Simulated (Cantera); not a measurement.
# Premixed flame

A freely propagating, adiabatic, planar premixed flame of 5.56 % C3H8, 19.9 % O2, 74.6 % N2, equivalence ratio 1.4, unburnt at 550 K and 380000 Pa; multicomponent+Soret transport, grid criteria slope 0.08 and curve 0.16, no radiation.

Cantera simulation using GRI-Mech 3.0 (53 species, 325 reactions); the numbers are that mechanism's predictions, not measurements. GRI-Mech 3.0 was tuned for natural gas; its chemistry of propane as a main component is partial and can be far from experiment. Burning velocities carry a grid error of a few per cent, more on coarse grids.

```
z (mm)   T (K)  u (m/s)    x C3H8      x O2       x O      x OH    x HCN     x H2
-------  -----  -------  --------  --------  --------  --------  -------  -------
-0.357     550    0.624    0.0555     0.198     <1e-8     <1e-8    <1e-8  0.00223
-0.238     554    0.630    0.0554     0.197     <1e-8     <1e-8  1.98e-8  0.00573
-0.178     569    0.651    0.0554     0.195     <1e-8     <1e-8  1.26e-7  0.00969
-0.119     663    0.768    0.0547     0.184     <1e-8   1.62e-7  1.08e-6   0.0172
-0.0594   1085     1.31    0.0381     0.135   6.73e-7   5.44e-6  7.75e-6   0.0313
-0.0297   1473     1.85    0.0129    0.0875   2.66e-5  0.000105  1.65e-5   0.0404
0         1845     2.38  0.000312    0.0399  0.000202  0.000791  3.12e-5   0.0457
0.0297    2043     2.65   2.22e-7    0.0143  0.000294   0.00173  4.71e-5   0.0457
0.0594    2117     2.75     <1e-8   0.00488  0.000261   0.00216  5.09e-5   0.0456
0.119     2158     2.80     <1e-8  0.000743  0.000175   0.00212  3.89e-5   0.0469
0.238     2180     2.82     <1e-8  0.000151  0.000102   0.00169  1.98e-5   0.0484
0.476     2198     2.84     <1e-8   6.43e-5   4.78e-5   0.00118  7.67e-6   0.0490
0.951     2211     2.85     <1e-8   2.42e-5   1.81e-5  0.000737  2.71e-6   0.0493
```
x: mole fraction of selected species; z is measured from the peak of heat release.

```json
{
  "laminar_burning_velocity": "62.3 cm/s",
  "thermal_thickness": "0.119 mm",
  "peak x(O)": "0.000294",
  "peak x(OH)": "0.00222",
  "peak x(HCN)": "5.11e-5",
  "peak x(H2)": "0.0494"
}
```
